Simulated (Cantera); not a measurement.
## Moist CO burnout

An isothermal, constant-pressure homogeneous reactor starts with 0.224 % CO, 2.15 % O2, 0.0459 % H2O, 97.6 % N2, equivalence ratio 0.052, at 1048 K and 82.5 Torr.

Computed with Cantera and GRI-Mech 3.0 (53 species, 325 reactions).

| t (s) | x CO | x O2 | x H2O | x CO2 | x NO |
|---|---|---|---|---|---|
| 0.000100 | 0.00224 | 0.0215 | 0.000459 | 1.64e-12 | <1e-12 |
| 0.000280 | 0.00224 | 0.0215 | 0.000459 | 4.59e-12 | <1e-12 |
| 0.000786 | 0.00224 | 0.0215 | 0.000459 | 1.29e-11 | <1e-12 |
| 0.00220 | 0.00224 | 0.0215 | 0.000459 | 3.62e-11 | <1e-12 |
| 0.00618 | 0.00224 | 0.0215 | 0.000459 | 1.03e-10 | <1e-12 |
| 0.0173 | 0.00224 | 0.0215 | 0.000459 | 3.21e-10 | <1e-12 |
| 0.0486 | 0.00224 | 0.0215 | 0.000459 | 1.55e-9 | <1e-12 |
| 0.136 | 0.00224 | 0.0215 | 0.000459 | 3.75e-8 | <1e-12 |
| 0.382 | 0.00206 | 0.0213 | 0.000451 | 0.000187 | 1.98e-10 |
| 1.07 | 0.000356 | 0.0205 | 0.000453 | 0.00189 | 1.40e-8 |
| 3.00 | 4.64e-5 | 0.0204 | 0.000458 | 0.00220 | 1.84e-8 |
x: mole fraction; the columns are a selection and need not sum to one.

Equilibrium at this temperature and pressure: CO 1.38e-11, O2 0.0204, H2O 0.000459, CO2 0.00225, NO 1.80e-5 (gas phase only).
